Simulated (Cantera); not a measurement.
A perfectly stirred reactor is fed with NH3 : N2 = 1 : 1.5 (molar parts), at 1330 Pa; it is held at 1550 K, and followed from long to short residence time.

Cantera simulation using the gas-phase N/H chemistry of the illustrative SiF4/NH3 mechanism in the Surface Chemkin manual (1991); the numbers are that mechanism's predictions, not measurements. Walls and surfaces, which speed up NH3 decomposition in real reactors, are not modelled.

Problem. What does this change do: N2 1.5 to 0.7 parts?

Solution. 
```
quantity                 before     after
----------------------  -------  --------
x(NH3) at τ = 16.0 s      0.369     0.544
x(NH2) at τ = 16.0 s    8.87e-5  0.000103
x(H2) at τ = 16.0 s      0.0332    0.0417
x(N2) at τ = 16.0 s       0.598     0.414
x(N2H2) at τ = 16.0 s   8.16e-7   1.13e-6
x(NH3) at τ = 28.0 ms     0.400     0.588
x(NH2) at τ = 28.0 ms   5.45e-6   8.01e-6
x(H2) at τ = 28.0 ms    2.86e-6   4.31e-6
x(N2) at τ = 28.0 ms      0.600     0.412
x(N2H2) at τ = 28.0 ms  2.16e-9   5.25e-9
```

Problem. What does this change do: 0.25 parts H2 added?

Solution. 
```
quantity                 before    after
----------------------  -------  -------
x(NH3) at τ = 16.0 s      0.369    0.341
x(NH2) at τ = 16.0 s    8.87e-5  7.43e-5
x(H2) at τ = 16.0 s      0.0332    0.114
x(N2) at τ = 16.0 s       0.598    0.545
x(N2H2) at τ = 16.0 s   8.16e-7  5.85e-7
x(NH3) at τ = 28.0 ms     0.400    0.364
x(NH2) at τ = 28.0 ms   5.45e-6  4.47e-6
x(H2) at τ = 28.0 ms    2.86e-6   0.0909
x(N2) at τ = 28.0 ms      0.600    0.545
x(N2H2) at τ = 28.0 ms  2.16e-9  1.42e-9
```
